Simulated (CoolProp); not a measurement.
Vapour pressure (bar) of propylene: the reference equation beside estimates from Tc = 364.2 K, pc = 45.55 bar, ω = 0.146. Clausius-Clapeyron is anchored at 258.6 K with a constant enthalpy of vaporisation of 16.77 kJ/mol.

The numbers come from the reference Helmholtz-energy equation of state, Lemmon 2013 in CoolProp.

```csv
T (K),reference,Clausius-Clapeyron,van der Waals,Redlich-Kwong,Soave-Redlich-Kwong,Peng-Robinson
258.6,3.686,3.686,9.814,4.486,3.689,[?]
268.6,5.087,4.927,11.85,6.094,5.106,5.074
278.5,6.830,6.434,14.12,8.051,6.875,6.815
288.4,8.979,8.250,16.65,[?],9.060,8.968
298.4,11.62,10.43,19.48,[?],11.75,11.62
308.3,14.75,12.96,22.56,16.52,[?],14.77
318.3,18.49,15.91,25.96,20.35,18.74,18.55
328.2,[?],19.26,29.63,24.69,23.16,[?]
338.1,27.91,23.06,33.59,29.61,28.27,28.06
348.1,33.85,27.37,37.91,35.19,34.21,34.03
358,40.68,32.13,[?],41.35,40.90,40.82
```

**Question.** Complete the blanks.

**Answer.** 
- 258.6, Peng-Robinson: 3.677
- 288.4, Redlich-Kwong: 10.41
- 298.4, Redlich-Kwong: 13.24
- 308.3, Soave-Redlich-Kwong: 14.93
- 328.2, reference: 22.84
- 328.2, Peng-Robinson: 22.94
- 358, van der Waals: 42.51

Absolute difference from the reference over all 11 rows, mean and median: Clausius-Clapeyron 11.5 and 12.1 %, van der Waals 65.4 and 52.9 %, Redlich-Kwong 11.9 and 12.0 %, Soave-Redlich-Kwong 0.9 and 1.1 %, Peng-Robinson 0.3 and 0.3 %.
